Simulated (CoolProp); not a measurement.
A closed Brayton cycle with carbon dioxide: compressor inlet 331.15 K and 9.7 MPa, high pressure 20.1 MPa, turbine inlet 915 K, compressor efficiency 0.85, turbine efficiency 0.93, recuperator effectiveness 0.95 (on enthalpy, no pinch check). Each further row changes one setting.

The numbers come from the reference Helmholtz-energy equation of state, Span 1996 in CoolProp.

| case | thermal efficiency (%) | net work (kJ/kg) | compressor to turbine work | compressor exit (K) | turbine exit (K) |
|---|---|---|---|---|---|
| as stated | 38.0 | 79.0 | 0.30 | 388.3 | 817.7 |
| turbine inlet 865 K | 36.5 | 72.3 | 0.32 | 388.3 | 771.2 |
| compressor inlet 341.15 K | 37.5 | 73.9 | 0.35 | 404.1 | 817.7 |
| high pressure 17.1 MPa | 36.0 | 63.5 | 0.29 | 375.4 | 838.9 |
| recuperator effectiveness 0.5 | 18.1 | 79.0 | 0.30 | 388.3 | 817.7 |
